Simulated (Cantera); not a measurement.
# Equilibrium for aluminium and copper etching: Cu + F2

Input: 1 mol Cu, 0.56 mol F2, equilibrated at 1227 °C and 3.10 Pa.

Equilibrium computed with Cantera from the NASA thermochemical tables; the gas is ideal and each condensed phase is pure. Candidate condensed phases: Cu, CuF2; 6 gas species. Equilibrium is a limit: real reactors are often held back by kinetics, nucleation or transport.

```
Property                                Value
----------------------------------  ---------
x(CuF)                                  0.881
x(CuF2)                                0.0983
x(F)                                   0.0198
x(Cu)                                0.000449
gas amount                          1.020 mol
log10 activity of Cu(l) (absent)        -2.77
log10 activity of CuF2(l) (absent)      -4.17
```
